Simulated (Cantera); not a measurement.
A diamond (100) surface in a fixed gas of H2 with x(CH4) = 0.018, x(CH3) = 0.00044, at 975 K, 0.286 atm; coverages are run to steady state.

Model: the Harris–Goodwin 1993 mechanism for the reconstructed diamond (100) surface, integrated in Cantera.

θ: site fractions in the mechanism's names (c6HH fully hydrogenated, c6H* and c6*H radical sites, c6** diradical, c6HM methylated).

```csv
x(H),growth (µm/h),θ c6HH,θ c6H*,θ c6*H,θ c6**,θ c6HM
0.0001,___,0.209,0.00458,0.101,0.000852,0.514
0.00022,___,0.289,0.00689,0.152,0.00196,0.413
0.00048,___,0.385,0.00962,0.211,0.00358,0.293
0.0011,___,0.480,0.0123,0.270,0.00538,0.174
0.0023,___,0.541,0.0141,0.308,0.00661,0.0977
0.005,55.6,0.580,0.0153,0.331,0.00742,0.0493
0.011,58.3,0.601,0.0163,0.344,0.00789,0.0235
0.024,59.8,0.611,0.0173,0.349,0.00820,0.0110
0.053,61.2,0.615,0.0191,0.350,0.00852,0.00510
```

Problem. Fill in the missing entries.

Solution. 
- 0.0001, growth (µm/h): 11.5
- 0.00022, growth (µm/h): 20.3
- 0.00048, growth (µm/h): 31.6
- 0.0011, growth (µm/h): 43.1
- 0.0023, growth (µm/h): 50.7
